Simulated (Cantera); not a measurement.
An adiabatic, constant-pressure homogeneous reactor starts with H2 : O2 : N2 = 1 : 0.806 : 3.03 (molar parts), equivalence ratio 0.62, at 998 K and 1.88 atm. Integrator tolerance rtol = 1e-08.

Detailed kinetics in Cantera: the H2/O2 subset of GRI-Mech 3.0, which has no nitrogen chemistry.

What does this change do: pressure from 1.88 atm to 0.987 atm?


```json
[
 {"quantity": "time of steepest temperature rise", "before": "5.38 ms", "after": "0.311 ms"},
 {"quantity": "temperature at 9.00 s", "before": "2409 K", "after": "2395 K"},
 {"quantity": "equilibrium temperature", "before": "2409 K", "after": "2395 K"},
 {"quantity": "x(H2) at 9.00 s", "before": "0.00234 (gas-phase equilibrium 0.00234)", "after": "0.00298 (gas-phase equilibrium 0.00298)"},
 {"quantity": "x(O2) at 9.00 s", "before": "0.0681 (gas-phase equilibrium 0.0681)", "after": "0.0678 (gas-phase equilibrium 0.0678)"},
 {"quantity": "x(HO2) at 9.00 s", "before": "8.41e-6 (gas-phase equilibrium 8.41e-6)", "after": "6.84e-6 (gas-phase equilibrium 6.84e-6)"},
 {"quantity": "x(O) at 9.00 s", "before": "0.00174 (gas-phase equilibrium 0.00174)", "after": "0.00222 (gas-phase equilibrium 0.00222)"},
 {"quantity": "x(H) at 9.00 s", "before": "0.000588 (gas-phase equilibrium 0.000588)", "after": "0.000856 (gas-phase equilibrium 0.000856)"},
 {"quantity": "x(H2O2) at 9.00 s", "before": "4.59e-7 (gas-phase equilibrium 4.59e-7)", "after": "3.20e-7 (gas-phase equilibrium 3.20e-7)"},
 {"quantity": "x(H2O) at 9.00 s", "before": "0.222 (gas-phase equilibrium 0.222)", "after": "0.220 (gas-phase equilibrium 0.220)"}
]
```

What does this change do: pressure from 1.88 atm to 14.8 atm?


```tsv
quantity	before	after
time of steepest temperature rise	5.38 ms	9.63 ms
temperature at 9.00 s	2409 K	2442 K
equilibrium temperature	2409 K	2442 K
x(H2) at 9.00 s	0.00234 (gas-phase equilibrium 0.00234)	0.000994 (gas-phase equilibrium 0.000994)
x(O2) at 9.00 s	0.0681 (gas-phase equilibrium 0.0681)	0.0688 (gas-phase equilibrium 0.0688)
x(HO2) at 9.00 s	8.41e-6 (gas-phase equilibrium 8.41e-6)	1.57e-5 (gas-phase equilibrium 1.57e-5)
x(O) at 9.00 s	0.00174 (gas-phase equilibrium 0.00174)	0.000735 (gas-phase equilibrium 0.000735)
x(H) at 9.00 s	0.000588 (gas-phase equilibrium 0.000588)	0.000159 (gas-phase equilibrium 0.000159)
x(H2O2) at 9.00 s	4.59e-7 (gas-phase equilibrium 4.59e-7)	1.42e-6 (gas-phase equilibrium 1.42e-6)
x(H2O) at 9.00 s	0.222 (gas-phase equilibrium 0.222)	0.225 (gas-phase equilibrium 0.225)
```
The hydrogen kinetics of GRI-Mech 3.0 are dated; newer H2 mechanisms differ, most at raised pressure. The pressure lies above the range GRI-Mech 3.0 was tuned for (to about 10 atm).
